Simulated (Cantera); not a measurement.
## Formation from one mole of O₂

Source: NASA polynomial tables (part measured, part estimated), evaluated in Cantera. Values are per mole of reaction as written; species without (g) are pure solids or liquids, kept so even where they would boil at 1 bar.

1.333 Ti + O₂(g) → 0.6667 Ti₂O₃

| T (K) | ΔH° (kJ) | ΔS° (J/K) | ΔG° (kJ) | log10 K | condensed phases |
|---|---|---|---|---|---|
| 1500 | -995.3 | -168.9 | -742.0 | 25.84 | Ti(β), Ti₂O₃(s) |
| 1600 | -993.4 | -167.7 | -725.2 | 23.67 | Ti(β), Ti₂O₃(s) |
| 1700 | -991.7 | -166.6 | -708.5 | 21.77 | Ti(β), Ti₂O₃(s) |
| 1800 | -990.2 | -165.8 | -691.9 | 20.08 | Ti(β), Ti₂O₃(s) |
| 1900 | -989.0 | -165.1 | -675.3 | 18.57 | Ti(β), Ti₂O₃(s) |
| 2000 | -1007.8 | -174.8 | -658.3 | 17.19 | Ti(l), Ti₂O₃(s) |
| 2100 | -1007.6 | -174.7 | -640.8 | 15.94 | Ti(l), Ti₂O₃(s) |
| 2200 | -937.5 | -141.5 | -626.1 | 14.87 | Ti(l), Ti₂O₃(l) |
| 2300 | -937.1 | -141.4 | -612.0 | 13.90 | Ti(l), Ti₂O₃(l) |
| 2400 | -936.8 | -141.2 | -597.9 | 13.01 | Ti(l), Ti₂O₃(l) |
| 2500 | -936.5 | -141.1 | -583.7 | 12.20 | Ti(l), Ti₂O₃(l) |

4 Al + O₂(g) → 2 Al₂O(g)

```csv
T (K),ΔH° (kJ),ΔS° (J/K),ΔG° (kJ),log10 K
1500,-375.6,88.6,-508.6,17.71
1600,-379.7,86.0,-517.3,16.89
1700,-383.7,83.6,-525.8,16.16
1800,-387.8,81.3,-534.0,15.50
1900,-391.9,79.1,-542.1,14.90
2000,-395.9,77.0,-549.9,14.36
2100,-400.0,75.0,-557.5,13.87
2200,-404.2,73.0,-564.9,13.41
2300,-408.3,71.2,-572.1,12.99
2400,-412.5,69.4,-579.1,12.60
2500,-416.6,67.7,-586.0,12.24
```

0.8 V + O₂(g) → 0.4 V₂O₅

| T (K) | ΔH° (kJ) | ΔS° (J/K) | ΔG° (kJ) | log10 K | condensed phases |
|---|---|---|---|---|---|
| 1500 | -578.2 | -128.7 | -385.1 | 13.41 | V(s), V₂O₅(l) |
| 1600 | -577.1 | -128.0 | -372.3 | 12.15 | V(s), V₂O₅(l) |
| 1700 | -576.1 | -127.4 | -359.5 | 11.05 | V(s), V₂O₅(l) |
| 1800 | -575.2 | -126.9 | -346.8 | 10.06 | V(s), V₂O₅(l) |
| 1900 | -574.4 | -126.4 | -334.1 | 9.19 | V(s), V₂O₅(l) |
| 2000 | -573.8 | -126.1 | -321.5 | 8.40 | V(s), V₂O₅(l) |
| 2100 | -573.3 | -125.9 | -308.9 | 7.68 | V(s), V₂O₅(l) |
| 2200 | -591.2 | -134.1 | -296.3 | 7.03 | V(l), V₂O₅(l) |
| 2300 | -591.1 | -134.0 | -282.8 | 6.42 | V(l), V₂O₅(l) |
| 2400 | -591.0 | -134.0 | -269.4 | 5.86 | V(l), V₂O₅(l) |
| 2500 | -591.0 | -134.0 | -256.0 | 5.35 | V(l), V₂O₅(l) |

Nb + O₂(g) → NbO₂(g)

```csv
T (K),ΔH° (kJ),ΔS° (J/K),ΔG° (kJ),log10 K
1500,-209.0,19.2,-237.9,8.28
1600,-210.0,18.6,-239.7,7.83
1700,-211.1,17.9,-241.6,7.42
1800,-212.2,17.3,-243.3,7.06
1900,-213.5,16.6,-245.0,6.74
2000,-214.8,15.9,-246.7,6.44
2100,-216.2,15.3,-248.2,6.17
2200,-217.7,14.5,-249.7,5.93
2300,-219.3,13.8,-251.1,5.70
2400,-221.1,13.1,-252.5,5.49
2500,-223.0,12.3,-253.7,5.30
```
